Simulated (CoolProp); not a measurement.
Model: reference Helmholtz-energy equation of state, Zhou 2012, in CoolProp.

Problem. Give the vapour pressure (MPa), liquid cp (kJ/(kg K)), vapour Z, surface tension (mN/m) of saturated m-xylene at 427.5, 440, 514.6 K.

Solution. 
```tsv
T (K)	p (MPa)	liquid cp (kJ/(kg K))	vapour Z	surface tension (mN/m)
427.5	0.150	2.18	0.943	14.6
440	0.202	2.23	0.930	13.4
514.6	0.859	2.58	0.807	6.75
```

Surface tension comes from a separate correlation (Mulero 2014).
